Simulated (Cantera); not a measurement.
An isothermal, constant-pressure homogeneous reactor starts with N2O : H2 : N2 = 1 : 0.027 : 1.3 (molar parts), at 1198 K and 9.00 Torr.

Cantera simulation using GRI-Mech 3.0 (53 species, 325 reactions); the numbers are that mechanism's predictions, not measurements. GRI-Mech 3.0 was tuned for natural gas; its chemistry of N2O as a main component is partial and can be far from experiment. Radical loss at walls, strong at low pressure, is not modelled. The mechanism lacks the step 2 NO + O2 → 2 NO2, which can matter for NO2 below about 1400 K. The temperature is held fixed by assumption; the heat of reaction is taken as removed at once.

Q: Predict: x(N2O) at 80.0 s; x(H2) at 80.0 s; x(O) at 80.0 s; x(H2O) at 80.0 s; x(OH) at 80.0 s; x(NO) at 80.0 s.

A: 
```
Property                                           Result
----------------  ---------------------------------------
x(N2O) at 80.0 s    0.209 (gas-phase equilibrium 1.40e-9)
x(H2) at 80.0 s   2.94e-8 (gas-phase equilibrium 2.59e-9)
x(O) at 80.0 s    1.63e-6 (gas-phase equilibrium 9.18e-8)
x(H2O) at 80.0 s   0.0106 (gas-phase equilibrium 0.00960)
x(OH) at 80.0 s   1.14e-5 (gas-phase equilibrium 2.60e-6)
x(NO) at 80.0 s   0.0159 (gas-phase equilibrium 0.000179)
```
